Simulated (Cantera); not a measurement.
Feed: 1 mol BCl3, 2.8 mol H2O, 180 mol H2, held at 1627 °C and 0.133 bar.

Method: chemical equilibrium by Gibbs-energy minimisation in Cantera with the NASA 1993 tables (ideal gas, pure condensed phases). Candidate condensed phases: B, B2O3, B3O3H3, H2O; 33 gas species. The tables' values for BOCl are old estimates; treat these amounts as uncertain. Rates play no part.

What is the equilibrium state?


```
Quantity                                  Value
------------------------------------  ---------
x(H2)                                     0.970
x(HCl)                                   0.0162
x(H2O)                                  0.00642
x(HBO2)                                 0.00317
x(H)                                    0.00214
x(HBO)                                  0.00184
x(B2O3)                                0.000138
x(BO)                                   6.52e-5
x(BOCl)                                 3.02e-5
gas amount                            185.0 mol
log10 activity of B(s) (absent)           -3.72
log10 activity of B3O3H3(s) (absent)     -14.03
```
